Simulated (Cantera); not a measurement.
A Cantera script and its output.

```python
import numpy as np
import cantera as ct

gas = ct.Solution("h2o2.yaml")
gas.TPX = 625, 26000, {'H2': 1, 'O2': 0.5, 'N2': 1.88}
flame = ct.FreeFlame(gas, width=0.1)
flame.set_refine_criteria(ratio=3, slope=0.08, curve=0.16)
flame.transport_model = "mixture-averaged"
flame.solve(loglevel=0, auto=True)
z, T = flame.grid, flame.T
thick = (T[-1] - T[0]) / np.gradient(T, z).max()
show = ['H2', 'O2', 'HO2', 'OH', 'H2O', 'H2O2']
print(f"laminar burning velocity  {flame.velocity[0] * 100:.3f} cm/s")
print(f"burnt temperature         {T[-1]:.1f} K")
print(f"thermal thickness         {thick * 1e3:.4f} mm")
print(f"grid points               {len(z)}")
z0 = z[flame.heat_release_rate.argmax()]
print(f"{'z/mm':>9s}{'T/K':>9s}{'u/(m/s)':>9s}" + "".join(f"{s:>11s}" for s in show))
rows = []
for k in (-3, -2, -1.5, -1, -0.5, -0.25, 0, 0.25, 0.5, 1, 2, 4, 8):
    zz = z0 + k * thick
    rows.append([k * thick, np.interp(zz, z, T), np.interp(zz, z, flame.velocity),
                 *(np.interp(zz, z, flame.X[gas.species_index(s)]) for s in show)])
    print(f"{rows[-1][0] * 1e3:9.3f}{rows[-1][1]:9.1f}{rows[-1][2]:9.3f}" + "".join(f"{x:11.3e}" for x in rows[-1][3:]))
```

Output:

```
laminar burning velocity  701.491 cm/s
burnt temperature         2472.7 K
thermal thickness         2.7614 mm
grid points               140
     z/mm      T/K  u/(m/s)         H2         O2        HO2         OH        H2O       H2O2
   -8.284    625.0    7.015  2.959e-01  1.479e-01  3.050e-13  3.873e-18  6.006e-15  7.038e-16
   -5.523    625.0    7.015  2.959e-01  1.479e-01  3.714e-11  4.358e-15  9.828e-13  1.467e-15
   -4.142    625.0    7.015  2.959e-01  1.479e-01  1.744e-09  4.483e-13  4.284e-11  3.957e-14
   -2.761    625.0    7.015  2.959e-01  1.479e-01  2.629e-07  1.853e-10  1.212e-08  3.479e-11
   -1.381    630.9    7.073  2.946e-01  1.479e-01  7.801e-05  2.349e-05  3.483e-04  6.153e-07
   -0.690    748.2    8.295  2.736e-01  1.447e-01  6.195e-05  3.906e-04  1.068e-02  1.720e-06
    0.000   1149.0   12.333  1.461e-01  9.979e-02  2.694e-05  3.597e-03  1.051e-01  1.422e-06
    0.690   1442.9   15.276  5.473e-02  4.208e-02  1.029e-05  9.541e-03  2.059e-01  1.375e-06
    1.381   1573.2   16.525  4.866e-02  3.415e-02  7.238e-06  1.235e-02  2.202e-01  9.291e-07
    2.761   1722.3   17.907  4.973e-02  3.060e-02  5.414e-06  1.526e-02  2.287e-01  5.111e-07
    5.523   1883.9   19.354  4.934e-02  2.697e-02  3.949e-06  1.784e-02  2.393e-01  2.654e-07
   11.046   2046.1   20.756  4.677e-02  2.319e-02  2.838e-06  1.942e-02  2.520e-01  1.502e-07
   22.091   2202.4   22.064  4.212e-02  1.933e-02  2.109e-06  1.963e-02  2.664e-01  9.929e-08
```

Model: the H2/O2 subset of GRI-Mech 3.0, which has no nitrogen chemistry, integrated in Cantera. Burning velocities carry a grid error of a few per cent, more on coarse grids.
